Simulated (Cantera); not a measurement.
A closed system holds: 1 mol CO2, 0.35 mol O2, at 75.0 Torr.

Method: chemical equilibrium by Gibbs-energy minimisation in Cantera with the NASA 1993 tables (ideal gas, pure condensed phases). Candidate condensed phases: C; 12 gas species. Kinetics and transport are ignored. All values below are at 2325 K.

Base state: CO2 0.663, O2 0.273, CO 0.0544, O 0.00948 (mole fractions); condensed: gas only.

Question: What changes in the equilibrium state with this change: CO2 replaced by HCl?

Answer: 
| species | before | after |
|---|---|---|
| HCl | 0 | 0.442 |
| Cl | 0 | 0.244 |
| O2 | 0.273 | 0.173 |
| CO2 | 0.663 | 0 |
| H2O | 0 | 0.113 |
| CO | 0.0544 | 0 |
| OH | 0 | 0.0145 |
| H2 | 0 | 0.00206 |
| H | 0 | 0.00158 |
| Cl2 | 0 | 0.00128 |
| ClO | 0 | 0.000392 |
Further candidate phases: H2O.
